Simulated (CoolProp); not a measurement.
Vapour-liquid equilibrium of R1234yf (1) + R152A (2) at 5.48 bar; x and y are mole fractions of (1).

Model: multi-fluid Helmholtz-energy mixture model, Lemmon 2022 and Outcalt 1996; pair parameters Bell 2023, in CoolProp.

| x | bubble temperature, mixture model (°C) | bubble temperature, Raoult's law (°C) | y, mixture model | y, Raoult's law |
|---|---|---|---|---|
| 0.05 | 21.3 | 21.9 | 0.070 | 0.057 |
| 0.2 | 19.4 | 21.2 | 0.245 | 0.224 |
| 0.35 | 18.3 | 20.5 | 0.391 | 0.383 |
| 0.5 | 17.5 | 19.7 | 0.525 | 0.536 |
| 0.65 | 17.2 | 19.0 | 0.659 | 0.682 |
| 0.8 | 17.1 | 18.3 | 0.798 | 0.822 |
| 0.95 | 17.3 | 17.6 | 0.948 | 0.957 |

The largest gap from Raoult's law is -2.2 K in bubble temperature, at x = 0.35. y crosses x between x = 0.65 and 0.8: the model has an azeotrope there.

The pair parameters rest on a limited set of measurements; away from them the model extrapolates.
